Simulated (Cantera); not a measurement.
Standard-state values (1 bar) from the NASA 1993 polynomials, evaluated with Cantera. Values are per mole of reaction as written; species without (g) are pure solids or liquids, kept so even where they would boil at 1 bar.

**Question.** Between 1448 and 1973 K, where is each reaction favourable under standard conditions?
- 9 Si + 12 NO2(g) → 8 O3(g) + 3 Si3N4

**Answer.** 
- 9 Si + 12 NO2(g) → 8 O3(g) + 3 Si3N4: ΔG° is -365 kJ at 1448 K and 104 kJ at 1973 K; it changes sign between 1823 and 1898 K. ΔH° is -1866 kJ and ΔS° -999 J/K at 1973 K.
